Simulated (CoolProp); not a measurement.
A simple Rankine cycle with propylene: condensing at 299.15 K, boiler at 3.6 MPa, turbine inlet 501.4 K, turbine efficiency 0.9, pump efficiency 0.8, no recuperator. Each further row changes one setting.

The numbers come from the reference Helmholtz-energy equation of state, Lemmon 2013 in CoolProp.

```json
[
 {"case": "as stated", "thermal efficiency (%)": "11.4", "net work (kJ/kg)": "81.3", "heat in (kJ/kg)": "716", "turbine exit temperature (K)": "451.6", "volume ratio over the turbine": "2.88"},
 {"case": "turbine inlet 521.4 K", "thermal efficiency (%)": "11.2", "net work (kJ/kg)": "86.0", "heat in (kJ/kg)": "765", "turbine exit temperature (K)": "471.7", "volume ratio over the turbine": "2.87"},
 {"case": "condensing temperature 291.15 K", "thermal efficiency (%)": "13.1", "net work (kJ/kg)": "96.3", "heat in (kJ/kg)": "736", "turbine exit temperature (K)": "443.2", "volume ratio over the turbine": "3.49"},
 {"case": "boiler pressure 2.52 MPa", "thermal efficiency (%)": "8.0", "net work (kJ/kg)": "58.2", "heat in (kJ/kg)": "729", "turbine exit temperature (K)": "468.4", "volume ratio over the turbine": "2.04"},
 {"case": "turbine efficiency 0.8", "thermal efficiency (%)": "10.0", "net work (kJ/kg)": "71.6", "heat in (kJ/kg)": "716", "turbine exit temperature (K)": "456.1", "volume ratio over the turbine": "2.92"}
]
```
